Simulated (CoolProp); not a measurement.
C3F8 (R218) along the isotherm 212.6 K: fugacity coefficient from the reference equation and from simpler models built on Tc = 345.0 K, pc = 2640 kPa, ω = 0.317; each cubic takes its own stable root.

Computed with CoolProp (reference Helmholtz-energy equation of state, Lemmon 2006). It is a short technical equation, of lower accuracy than the large ones.

```json
[
 {"p (kPa)": "4.17", "phase": "gas", "reference": "0.9969", "van der Waals": "0.9986", "Redlich-Kwong": "0.9980", "Soave-Redlich-Kwong": "0.9976", "Peng-Robinson": "0.9976"},
 {"p (kPa)": "9.5", "phase": "gas", "reference": "0.9929", "van der Waals": "0.9967", "Redlich-Kwong": "0.9953", "Soave-Redlich-Kwong": "0.9946", "Peng-Robinson": "0.9944"},
 {"p (kPa)": "21.6", "phase": "gas", "reference": "0.9838", "van der Waals": "0.9926", "Redlich-Kwong": "0.9894", "Soave-Redlich-Kwong": "0.9877", "Peng-Robinson": "0.9873"},
 {"p (kPa)": "49.2", "phase": "liquid", "reference": "0.5955", "van der Waals": "0.9831", "Redlich-Kwong": "0.9759", "Soave-Redlich-Kwong": "0.5941", "Peng-Robinson": "0.6051"},
 {"p (kPa)": "112", "phase": "liquid", "reference": "0.2626", "van der Waals": "0.9615", "Redlich-Kwong": "0.6147", "Soave-Redlich-Kwong": "0.2621", "Peng-Robinson": "0.2668"},
 {"p (kPa)": "255", "phase": "liquid", "reference": "0.1164", "van der Waals": "0.9122", "Redlich-Kwong": "0.2726", "Soave-Redlich-Kwong": "0.1162", "Peng-Robinson": "0.1182"},
 {"p (kPa)": "580", "phase": "liquid", "reference": "…", "van der Waals": "0.4314", "Redlich-Kwong": "0.1226", "Soave-Redlich-Kwong": "0.05219", "Peng-Robinson": "…"},
 {"p (kPa)": "1320", "phase": "liquid", "reference": "…", "van der Waals": "0.2041", "Redlich-Kwong": "0.05665", "Soave-Redlich-Kwong": "0.02407", "Peng-Robinson": "0.02429"}
]
```

**Question.** Some entries are withheld; supply them.

**Answer.** 
- 580, reference: 0.05222
- 580, Peng-Robinson: 0.05294
- 1320, reference: 0.02403

At some of these states van der Waals, Redlich-Kwong gives the other phase, because its saturation line lies elsewhere.
